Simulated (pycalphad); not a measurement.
Source of the numbers: pycalphad with the COST 507 light-alloy database (1999); pressure 1 atm. The database dates from 1999; later assessments differ in places, in temperatures and in the compounds included. Phase fractions are per mole of atoms.

Give the equilibrium state of Al-20.95C (at.%) at 850 K.


```
T = 850.00 K, P = 101325 Pa, N = 1 mol of atoms
G = -40767 J/mol, H = -1585 J/mol, S = 46.10 J/(mol K)  (SER reference)
chemical potentials (J/mol): Al -32970, C -70184
phase             fraction      x(Al)       x(C)
FCC_A1              0.5112     1.0000   5.82e-13
AL4C3               0.4888     0.5714     0.4286
```

Give the equilibrium state of Al-20.95C (at.%) at 1700 K.


```
T = 1700.00 K, P = 101325 Pa, N = 1 mol of atoms
G = -93893 J/mol, H = 28620 J/mol, S = 72.07 J/(mol K)  (SER reference)
chemical potentials (J/mol): Al -100647, C -68408
phase             fraction      x(Al)       x(C)
LIQUID              0.5127     0.9987     0.0013
AL4C3               0.4873     0.5714     0.4286
```

Database names, with the compositions (at.%) that they take in these runs: AL4C3: Al 57 C 43. FCC_A1 is fcc.
